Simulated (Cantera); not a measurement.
What does this Cantera script print?

```python
import numpy as np
import cantera as ct

gas_names = [...]  # 109 gases of nasa_gas.yaml made of C, Cl, H, Si
cond_names = """
    C(gr) C6H6(L) C7H8(L) C8H18(L),n-octa Si(cr) Si(L) SiC(b)
""".split()


# ... load() reads the species with a 1 bar reference pressure and builds the phases ...
atoms = {
    'CH3Cl': {'C': 1, 'H': 3, 'CL': 1},
    'Si': {'Si': 1},
}
top_T = {'C(gr)': 4500, 'SiC(b)': 3050}  # K; cautious upper limits of use, not melting points


# ... equilibrate(T, P, feed) seeds the gas with the atoms and calls Mixture.equilibrate('TP', solver="gibbs", rtol=1e-10, max_steps=50000) ...
results = []
feed = {'CH3Cl': 1, 'Si': 0.42}  # mol
P = 1000  # Pa
for T in [723, 923, 1123, 1323, 1523, 1723, 1923, 2123]:
    mix = equilibrate(T, P, feed)
    results.append((T, P, feed, dict(zip(mix.species_names, mix.species_moles))))

top = {s: max(r[3][s] / sum(r[3][g] for g in gas_names) for r in results) for s in gas_names}
cols = sorted((s for s in top if top[s] > 0.0001), key=lambda s: -top[s])[:6]
seen = [c for c in cond_names if any(r[3].get(c, 0) > 1e-12 for r in results)]
print("log10 of partial pressures in bar; condensed amounts in mol")
print(f"{'T/K':>10s}" + "".join(f"{s[:9]:>10s}" for s in cols + seen))
for T, P, feed, n in results:
    ng = sum(n[g] for g in gas_names)
    print(f"{T:10.4g}" + "".join(f"{np.log10(max(n[s] / ng * P / 1e5, 1e-99)):10.3f}" for s in cols)
          + "".join(f"{n.get(c, 0):10.4g}" for c in seen))
```

Output:

```
log10 of partial pressures in bar; condensed amounts in mol
       T/K        H2       HCL     SiCL4     SiCL2       CH4         H     C(gr)    SiC(b)
       723    -2.096    -3.633    -2.854   -10.149    -3.465   -14.122    0.7625    0.1793
       923    -2.122    -2.853    -2.994    -7.153    -4.878   -10.673     0.765    0.2326
      1123    -2.213    -2.466    -3.367    -5.384    -5.959    -8.477    0.6676    0.3322
      1323    -2.280    -2.336    -4.165    -4.432    -6.727    -6.940    0.6059    0.3941
      1523    -2.288    -2.327    -5.177    -3.952    -7.213    -5.780    0.6069     0.393
      1723    -2.281    -2.346    -6.074    -3.650    -7.559    -4.880    0.6268     0.373
      1923    -2.274    -2.377    -6.847    -3.449    -7.827    -4.163    0.6523    0.3468
      2123    -2.275    -2.422    -7.541    -3.324    -8.056    -3.583    0.6796    0.3162
```

Method: chemical equilibrium by Gibbs-energy minimisation in Cantera with the NASA 1993 tables (ideal gas, pure condensed phases). The tables' values for SiCl3, SiCl are old estimates; treat these amounts as uncertain.
